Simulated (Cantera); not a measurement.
Feed: 1 mol C2F6, 0.062 mol F2, 2.6 mol H2, held at 4700 Pa.

These are equilibrium values from Cantera (NASA tables, ideal gas, pure condensed phases), not measurements of a reactor. Candidate condensed phases: C, C6H6, C7H8, C8H18; 95 gas species. The feed counts by its element totals alone. Gases not in the tables: C2F6 and larger saturated fluorocarbons. Kinetics and transport are ignored.

Problem. What share of the C ends up in condensed phases as a function of T (K), at 2075, 2125, 2175, 2225, 2275, 2325, 2375, 2425, 2475, 2525?

Solution. 
```json
[
 {"T (K)": "2075", "C condensed (%)": "86.8", "as": "C(graphite)"},
 {"T (K)": "2125", "C condensed (%)": "86.3", "as": "C(graphite)"},
 {"T (K)": "2175", "C condensed (%)": "85.8", "as": "C(graphite)"},
 {"T (K)": "2225", "C condensed (%)": "85.4", "as": "C(graphite)"},
 {"T (K)": "2275", "C condensed (%)": "85.2", "as": "C(graphite)"},
 {"T (K)": "2325", "C condensed (%)": "85.4", "as": "C(graphite)"},
 {"T (K)": "2375", "C condensed (%)": "86.1", "as": "C(graphite)"},
 {"T (K)": "2425", "C condensed (%)": "87.0", "as": "C(graphite)"},
 {"T (K)": "2475", "C condensed (%)": "88.0", "as": "C(graphite)"},
 {"T (K)": "2525", "C condensed (%)": "89.2", "as": "C(graphite)"}
]
```
